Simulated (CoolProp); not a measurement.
R407C at 348.38 K and 0.773 MPa flows at 8.1 m/s in a round tube of 20 mm bore and 15 µm roughness, fully developed (64/Re and Nu = 3.66 if laminar; Colebrook and Gnielinski if turbulent). Each further row changes one setting.

Computed with CoolProp (reference Helmholtz-energy equation of state, Lemmon 2003). It is a pseudo-pure fit of the blend.

```csv
case,Reynolds number,Darcy friction factor,pressure drop (Pa/m),heat-transfer coefficient (W/(m² K)),mass flow (kg/h)
as stated,277000,0.0196,796,523,227
velocity 16.2 m/s,554000,0.0190,3090,1020,454
diameter 40 mm,554000,0.0167,340,445,908
```

Viscosity comes from a separate model (Geller 2000). Thermal conductivity comes from a separate model (Geller 2001).
